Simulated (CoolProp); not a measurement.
The fluid at 298.15 K and 0.314 MPa is throttled through a valve to 0.214 MPa with no heat exchange. The same conditions are run with several fluids, on thermodynamics alone (safety and materials aside).

Model: reference Helmholtz-energy equation of state of each fluid (R227EA: Lemmon 2016; hydrogen chloride: Thol 2018; carbonyl sulfide: Lemmon 2006; R404A: Lemmon 2003; R143a: Lemmon and Jacobsen 2000), in CoolProp. Blends and air are pseudo-pure fits.

```
fluid              temperature change (K)  final density (kg/m³)
-----------------  ----------------------  ---------------------
R227EA                               -2.0                   15.7
hydrogen chloride                    -1.6                   3.21
carbonyl sulfide                     -2.1                   5.35
R404A                                -1.8                   8.80
R143a                                -1.9                   7.58
```
